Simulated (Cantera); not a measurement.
Feed: 1 mol CuO, 1.8 mol F2, equilibrated at 9.00 Torr.

Cantera equilibrium calculation (NASA polynomials, part measured and part estimated; ideal gas, pure solids and liquids). Candidate condensed phases: Cu, CuF2, CuO, Cu2O; 13 gas species. The numbers say what is thermodynamically allowed, not how fast it happens.

Which condensed phases are stable at each of these points (T (K)): 1173, 1248, 1323, 1398, 1473, 1548, 1623, 1698, 1773?


```tsv
T (K)	condensed phases	Cu condensed (%)
1173	CuF2(l)	86.9
1248	CuF2(l)	49.6
1323	gas only	0.0
1398	gas only	0.0
1473	gas only	0.0
1548	gas only	0.0
1623	gas only	0.0
1698	gas only	0.0
1773	gas only	0.0
```

From 1173 K to 1248 K the condensed part is CuF2(l). From 1323 K to 1773 K nothing is condensed.
